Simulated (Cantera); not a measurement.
Charge: 1 mol Al, 5 mol HCl, 4.5 mol N2, equilibrated at 473.15 K and 220 Pa.

These are equilibrium values from Cantera (NASA tables, ideal gas, pure condensed phases), not measurements of a reactor. Candidate condensed phases: Al, AlCl3, AlN, NH4Cl; 20 gas species. Kinetics and transport are ignored.

Base state: N2 0.528, HCl 0.235, H2 0.176, Al2Cl6 0.0562, AlCl3 0.00501, NH3 7.38e-5 (mole fractions); condensed: gas only.

Problem. What changes in the equilibrium state with this change: temperature from 473.15 K to 798.15 K?

Solution. 
```
species   before    after
-------  -------  -------
N2         0.528    0.500
HCl        0.235    0.222
H2         0.176    0.167
AlCl3    0.00501    0.111
Al2Cl6    0.0562  9.42e-5
NH3      7.38e-5  3.23e-7
```
